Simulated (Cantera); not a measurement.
Input: 1 mol Al2O3, 23 mol H2, 48 mol N2, held at 1923 K and 1330 Pa.

Method: chemical equilibrium by Gibbs-energy minimisation in Cantera with the NASA 1993 tables (ideal gas, pure condensed phases). Candidate condensed phases: Al, AlN, Al2O3, H2O; 35 gas species. Equilibrium is a limit: real reactors are often held back by kinetics, nucleation or transport.

Base state: N2 0.674, H2 0.321, H 0.00462, H2O 0.000120, Al 6.45e-5 (mole fractions); condensed: Al2O3(s).

**Question.** What changes in the equilibrium state with this change: temperature from 1923 K to 1450 K?

**Answer.** 
| species | before | after |
|---|---|---|
| N2 | 0.674 | 0.676 |
| H2 | 0.321 | 0.324 |
| H | 0.00462 | 4.66e-5 |
| Al | 6.45e-5 | 8.39e-9 |
| H2O | 0.000120 | 1.28e-6 |
| Al2O3(s), mol | 0.997 | 1.000 |

**Question.** What changes in the equilibrium state with this change: Al2O3 replaced by PbS?

**Answer.** 
```tsv
species	before	after
N2	0.674	0.661
H2	0.321	0.312
Pb	0	0.0118
Al	6.45e-5	0
S2	0	0.00362
SH	0	0.00201
PbS	0	0.00195
H2S	0	0.00159
S	0	0.000981
Al2O3(s), mol	0.997	0
```
Further candidate phases: Pb, PbS, S.
